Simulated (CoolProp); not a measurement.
Values from CoolProp's reference Helmholtz-energy equation of state, Lemmon 2006. It is a short technical equation, of lower accuracy than the large ones.

**Question.** For CH3F (R41), give the phase and the cp (kJ/(kg K)), Joule-Thomson coefficient (K/MPa) at 151.85 °C and 369 kPa; 151.85 °C and 1660 kPa; 151.85 °C and 2580 kPa.

**Answer.** 
- 151.85 °C and 369 kPa: gas; cp 1.37, Joule-Thomson coefficient 6.70
- 151.85 °C and 1660 kPa: gas; cp 1.43, Joule-Thomson coefficient 6.55
- 151.85 °C and 2580 kPa: gas; cp 1.48, Joule-Thomson coefficient 6.44
